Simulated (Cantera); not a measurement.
Input: 1 mol Si3H8, 0.073 mol HCl, 21 mol H2, equilibrated at 1.13 Torr.

Equilibrium computed with Cantera from the NASA thermochemical tables; the gas is ideal and each condensed phase is pure. Candidate condensed phases: Si; 19 gas species. The feed counts by its element totals alone. Kinetics and transport are ignored. All values below are at 1225 °C.

Base state: H2 0.997, HCl 0.00286, H 0.000443, SiCl2 2.63e-5 (mole fractions); condensed: Si(s).

Task: What changes in the equilibrium state with this change: 2 mol NH3 added?

Result: 
```csv
species,before,after
H2,0.997,0.967
N2,0,0.0304
HCl,0.00286,0.00248
SiCl2,2.63e-5,2.04e-5
H,0.000443,0.000436
"Si(s), mol",3.00,2.82
"Si3N4(s), mol",0,0.0601
```
Mutual solubility and eutectic melting of coexisting phases are not modelled. Further candidate phases: NH4Cl, Si3N4.
